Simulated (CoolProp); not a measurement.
A single-stage vapour-compression cycle with the fluid: evaporating at 252.15 K (dew point), condensing at 274.15 K (bubble point), superheat 2 K, subcooling 0 K, compressor efficiency 0.85, no pressure losses. The same conditions are run with several fluids, on thermodynamics alone (safety and materials aside).

Computed with CoolProp (reference Helmholtz-energy equation of state of each fluid (R11: Jacobsen 1992; propane: Lemmon 2009; R152A: Outcalt 1996; ethylene: Smukala 2000; R1233zd(E): Akasaka 2022; R410A: Lemmon 2003)). Blends and air are pseudo-pure fits.

**Question.** Rank R11, propane, R152A, ethylene, R1233zd(E), R410A by cooling COP, highest first.

**Answer.** R11 (9.17), R1233zd(E) (9.09), R152A (8.99), propane (8.86), R410A (8.68), ethylene (6.24)

```json
[
 {"fluid": "R11", "pressure ratio": "2.81", "discharge temperature (K)": "290.4", "refrigerating effect (kJ/kg)": "179", "volumetric capacity (kJ/m³)": "176"},
 {"fluid": "propane", "pressure ratio": "2.07", "discharge temperature (K)": "284.3", "refrigerating effect (kJ/kg)": "352", "volumetric capacity (kJ/m³)": "1850"},
 {"fluid": "R152A", "pressure ratio": "2.37", "discharge temperature (K)": "291.4", "refrigerating effect (kJ/kg)": "292", "volumetric capacity (kJ/m³)": "1110"},
 {"fluid": "ethylene", "pressure ratio": "1.70", "discharge temperature (K)": "292.1", "refrigerating effect (kJ/kg)": "215", "volumetric capacity (kJ/m³)": "10000"},
 {"fluid": "R1233zd(E)", "pressure ratio": "2.87", "discharge temperature (K)": "284.0", "refrigerating effect (kJ/kg)": "189", "volumetric capacity (kJ/m³)": "208"},
 {"fluid": "R410A", "pressure ratio": "2.15", "discharge temperature (K)": "291.8", "refrigerating effect (kJ/kg)": "214", "volumetric capacity (kJ/m³)": "3140"}
]
```
